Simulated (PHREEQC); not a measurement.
# Buffer: an equilibrium model

Solution (20 °C): 0.12 mol/kgw KH2PO4, 0.042 mol/kgw Na2HPO4 and 0.22 mol/kgw NaCl. Closed to the air; pH follows from the charge balance.

Equilibrium calculation in PHREEQC: ion-association model, wateq4f.dat.

Each row changes one thing in this solution. This is a speciation only: nothing precipitates in the calculation.

```
case                                             pH  ionic strength (mol/kgw)  H2PO4- (mol/kgw)  HPO4-2 (mol/kgw)  NaHPO4- (mol/kgw)  KHPO4- (mol/kgw)  SI of Halite (NaCl)
---------------------------------------------  ----  ------------------------  ----------------  ----------------  -----------------  ----------------  -------------------
as made                                        6.20                     0.453             0.120            0.0355            0.00476           0.00172                -3.08
0.02 mol/kgw Ca(OH)2 added                     6.61                     0.497            0.0770            0.0609            0.00784           0.00282                -3.09
KH2PO4 from 0.12 to 0.024 mol/kgw              6.94                         ?            0.0240            0.0364            0.00524          0.000385                -3.07
temperature from 20 to 5 °C                    6.25                     0.453             0.120            0.0354            0.00488                 ?                -3.04
KH2PO4 replaced by K2SO4 at the same molality  9.09                     0.611          0.000141            0.0350            0.00400           0.00278                -3.13
Na2HPO4 from 0.042 to 0.021 mol/kgw            5.92                     0.397             0.120                 ?            0.00217          0.000920                -3.14
```

**Question.** What belongs in the gaps?

**Answer.** 
- KH2PO4 from 0.12 to 0.024 mol/kgw, ionic strength (mol/kgw): 0.359
- temperature from 20 to 5 °C, KHPO4- (mol/kgw): 0.00177
- Na2HPO4 from 0.042 to 0.021 mol/kgw, HPO4-2 (mol/kgw): 0.0179

Complexes and solids missing from the database can't appear. Some of these states are supersaturated (in Hydroxyapatite, for instance). H3PO4, which wateq4f.dat lacks, is added to it with the constant of phreeqc.dat. Away from 25 °C the constants follow the database's enthalpies or fits; those with neither stay at their 25 °C values.
